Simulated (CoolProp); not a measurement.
Vapour-liquid equilibrium of propylene (1) + R115 (2) at 96 kPa; x and y are mole fractions of (1).

Computed with CoolProp (multi-fluid Helmholtz-energy mixture model, Lemmon 2013 and Lemmon 2016; pair parameters Bell 2016).

### Question
Give the bubble temperature and the first vapour's composition at x = 0.65, 0.8, 0.95. Is there an azeotrope?

### Answer
x = 0.65: 221.7 K, y = 0.683; x = 0.8: 221.8 K, y = 0.758; x = 0.95: 223.2 K, y = 0.906. y crosses x between x = 0.65 and 0.8: the model has an azeotrope there.

The pair parameters rest on a limited set of measurements; away from them the model extrapolates.
